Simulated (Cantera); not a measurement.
Charge: 1 mol Fe(CO)5, 3.2 mol N2, held at 760000 Pa.

Method: chemical equilibrium by Gibbs-energy minimisation in Cantera with the NASA 1993 tables (ideal gas, pure condensed phases). Candidate condensed phases: C, Fe, Fe(CO)5, FeO, Fe2O3, Fe3O4; 27 gas species. The tables' stoichiometric FeO is somewhat more stable than real wüstite, so its field is too wide. FeO: taken at fixed stoichiometry. Condensed phases not in the tables: cementite and carbon dissolved in iron. Kinetics and transport are ignored.

x: gas mole fraction; n: condensed amount in mol.

```tsv
T (°C)	x CO	x N2	x CO2	n C(graphite)	n FeO(s)	n Fe(α)	n Fe(γ)
675	0.146	0.570	0.284	2.59	1.00	0	0
700	0.184	0.559	0.257	2.47	1.00	0	0
725	0.226	0.546	0.228	2.34	1.00	0	0
750	0.270	0.532	0.198	2.19	1.00	0	0
775	0.315	0.519	0.167	2.03	1.00	0	0
800	0.358	0.505	0.137	…	1.00	0	0
825	0.397	0.493	0.110	…	1.00	0	0
850	0.469	0.430	0.101	…	0	1.00	0
875	0.502	0.421	0.0778	…	0	1.00	0
900	0.528	0.413	0.0590	…	0	1.00	0
925	0.548	0.408	0.0444	…	0	0	1.00
950	0.564	0.403	0.0332	…	0	0	1.00
975	0.575	0.400	0.0248	…	0	0	1.00
```

Some entries are withheld; supply them.


- 800, n C(graphite): 1.87
- 825, n C(graphite): 1.71
- 850, n C(graphite): 0.753
- 875, n C(graphite): 0.592
- 900, n C(graphite): 0.457
- 925, n C(graphite): 0.348
- 950, n C(graphite): 0.264
- 975, n C(graphite): 0.199
